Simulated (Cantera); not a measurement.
An adiabatic, constant-volume homogeneous reactor starts with CH4 : C2H6 : C3H8 : O2 : N2 = 1 : 0.14 : 0.13 : 1.5 : 5.62 (molar parts), at 1450 K and 190000 Pa.

Model: GRI-Mech 3.0 (53 species, 325 reactions), integrated in Cantera.

Predict: time of steepest temperature rise; temperature at 0.800 s; equilibrium temperature.

time of steepest temperature rise: 0.148 ms
temperature at 0.800 s: 2739 K
equilibrium temperature: 2739 K
